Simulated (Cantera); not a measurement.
Low-pressure radical oxidation in H2/O2

An isothermal, constant-pressure homogeneous reactor starts with H2 : O2 = 0.3 : 1 (molar parts), at 1425 K and 14.3 Torr.

Cantera simulation using the H2/O2 subset of GRI-Mech 3.0, which has no nitrogen chemistry; the numbers are that mechanism's predictions, not measurements. Radical loss at walls, strong at low pressure, is not modelled. The temperature is held fixed by assumption; the heat of reaction is taken as removed at once.

```tsv
t (s)	x H2	x O2	x H	x H2O2	x O
2.00e-5	0.231	0.769	1.58e-7	2.34e-10	6.70e-8
6.55e-5	0.231	0.769	1.58e-6	2.43e-9	9.80e-7
0.000215	0.228	0.768	0.00107	2.37e-8	0.000688
0.000703	0.0130	0.627	0.0681	3.02e-7	0.0967
0.00230	0.0117	0.643	0.0554	3.18e-7	0.0837
0.00754	0.00785	0.680	0.0269	3.35e-7	0.0511
0.0247	0.00204	0.724	0.00317	2.33e-7	0.0123
0.0809	0.000213	0.737	0.000105	8.01e-8	0.00127
0.265	2.59e-5	0.739	4.44e-6	2.34e-8	0.000154
0.869	4.75e-6	0.739	3.51e-7	7.70e-9	2.83e-5
2.85	1.67e-6	0.739	7.34e-8	4.29e-9	9.94e-6
9.32	1.46e-6	0.739	6.02e-8	4.07e-9	8.71e-6
30.5	1.46e-6	0.739	6.02e-8	4.07e-9	8.71e-6
100	1.46e-6	0.739	6.02e-8	4.07e-9	8.71e-6
```
x: mole fraction; the columns are a selection and need not sum to one.

Equilibrium at this temperature and pressure: H2 1.46e-6, O2 0.739, H 6.02e-8, H2O2 4.07e-9, O 8.71e-6 (gas phase only).
